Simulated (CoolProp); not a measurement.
The fluid at 341.12 K and 6.23 MPa is throttled through a valve to 2.7 MPa with no heat exchange. The same conditions are run with several fluids, on thermodynamics alone (safety and materials aside).

The numbers come from the reference Helmholtz-energy equation of state of each fluid (n-butane: Bücker 2006; decamethylcyclopentasiloxane (D5): Thol 2019; R407C: Lemmon 2003; R123: Younglove 1994; R365MFC: Lemmon 2016) in CoolProp. Blends and air are pseudo-pure fits.

```tsv
fluid	temperature change (K)	final phase	final density (kg/m³)
n-butane	(withheld)	liquid	523
decamethylcyclopentasiloxane (D5)	(withheld)	liquid	(withheld)
R407C	-8.8	two-phase, vapour fraction 0.088	623
R123	+0.8	liquid	(withheld)
R365MFC	(withheld)	liquid	(withheld)
```

### Question
Some entries are withheld; supply them.

### Answer

- n-butane, temperature change (K): +0.4
- decamethylcyclopentasiloxane (D5), temperature change (K): +1.4
- decamethylcyclopentasiloxane (D5), final density (kg/m³): 911
- R123, final density (kg/m³): 1360
- R365MFC, temperature change (K): +0.7
- R365MFC, final density (kg/m³): 1170
